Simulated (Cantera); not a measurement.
Thermodynamics of hydrogen reduction and annealing atmospheres, feed ZrO₂ + H₂ + N₂

Charge: 1 mol ZrO₂, a varied amount of H₂, 2.3 mol N₂, held at 100 Torr.

Equilibrium computed with Cantera from the NASA thermochemical tables; the gas is ideal and each condensed phase is pure. Candidate condensed phases: H₂O, Zr, ZrN, ZrO₂; 28 gas species. Mutual solubility and eutectic melting of coexisting phases are not modelled. ZrN: taken at fixed stoichiometry. Condensed phases not in the tables: solid solutions among these carbides, nitrides and lower oxides. Rates play no part.

### Question
Map the stable condensed phases over T = 1323, 1373, 1423, 1473, 1523, 1573, 1623, 1673, 1723, 1773, 1823 K and n(H₂) in mol = 32, 42, 55, 73, 96, 130, 170, 220.

### Answer
```
T in K \ n(H₂) in mol
          32  42  55  73  96 130 170 220
   1823    A   A   A   A   A   A   A   A
   1773    A   A   A   A   A   A   A   A
   1723    A   A   A   A   A   A   A   A
   1673    A   A   A   A   A   A   A   A
   1623    A   A   A   A   A   A   A   A
   1573    A   A   A   A   A   A   A   A
   1523    A   A   A   A   A   A   A   A
   1473    A   A   A   A   A   A   A   A
   1423    B   A   A   A   A   A   A   A
   1373    B   B   B   A   A   A   A   A
   1323    B   B   B   B   B   A   A   A
```
A: ZrN + ZrO₂; B: ZrO₂.
